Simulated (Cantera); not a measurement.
**Si2H6 + NO (silicon oxide and oxynitride deposition)**

A closed system holds: 1 mol Si2H6, 0.48 mol NO, equilibrated at 2.20 mbar.

Cantera equilibrium calculation (NASA polynomials, part measured and part estimated; ideal gas, pure solids and liquids). Candidate condensed phases: H2O, Si, SiO2, Si2N2O, Si3N4; 35 gas species. The feed counts by its element totals alone. Mutual solubility and eutectic melting of coexisting phases are not modelled. The tables' values for SiN are old estimates; treat these amounts as uncertain. The tables hold silica as quartz up to 1696 K and as liquid above; real silica turns to tridymite and cristobalite and melts near 1996 K. Gases not in the tables: Si2H6 and higher silanes. Equilibrium is a limit: real reactors are often held back by kinetics, nucleation or transport.

From 923 K to 1323 K the condensed part is Si(s) + SiO2(β-quartz) + Si2N2O(s). At 1523 K the condensed part is Si(s) + Si2N2O(s). From 1723 K to 2123 K the condensed part is Si(l).

```tsv
T (K)	log p H2	log p SiO	log p Si	log p N2	log p H	n Si(s)	n SiO2(β-quartz)	n Si2N2O(s)	n Si(l)
923	-2.66	-10.80	<-14	<-14	-10.94	1.40	0.120	0.240	0
1123	-2.66	-7.30	-13.19	-12.77	-8.70	1.40	0.120	0.240	0
1323	-2.66	-4.88	-10.05	-9.35	-7.13	1.39	0.111	0.240	0
1523	-2.69	-3.79	-7.74	-6.17	-5.98	1.28	0	0.239	0
1723	-2.75	-3.55	-6.01	-3.85	-5.12	0	0	0	1.52
1923	-2.76	-3.55	-4.77	-3.86	-4.41	0	0	0	1.49
2123	-2.82	-3.60	-3.77	-3.90	-3.86	0	0	0	1.18
```
log p: log10 of the partial pressure in bar; n: condensed amount in mol.
